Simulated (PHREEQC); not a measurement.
Synthetic water in mg/L, 20 °C, pH 6.74, pe 2:

```
constituent             mg/L
------------------  --------
Na                    0.0549
K                   0.000679
Ca                   0.00935
Mg                    0.0304
Cl                     0.016
S(6) as SO4            0.182
Alkalinity as HCO3    0.0705
N(-3) as NH4        3.66e-05
Mn(2)                0.00797
F                   1.14e-05
```

Valence states are taken as typed.

Computed with PHREEQC (ion-association model, wateq4f.dat).

| quantity | before | after |
|---|---|---|
| HCO3- (mol/kgw) | 1.30e-6 | 4.76e-6 |
| CO2 (mol/kgw) | 5.68e-7 | 2.07e-6 |
| CO3-2 (mol/kgw) | 3.04e-10 | 1.13e-9 |
| SI of Rhodochrosite (MnCO3) | -5.26 | -4.10 |
| SI of Magnesite (MgCO3) | -7.48 | -6.32 |

Q: What was changed between the two runs?
A) pH from 6.74 to 7.04 at the same alkalinity
B) pH from 6.74 to 7.24 at the same alkalinity
C) all concentrations times 4 at the same typed pH
D) Cl from 0.016 to 0.008 mg/L

A: C, all concentrations times 4 at the same typed pH

Precipitation was switched off in this run.
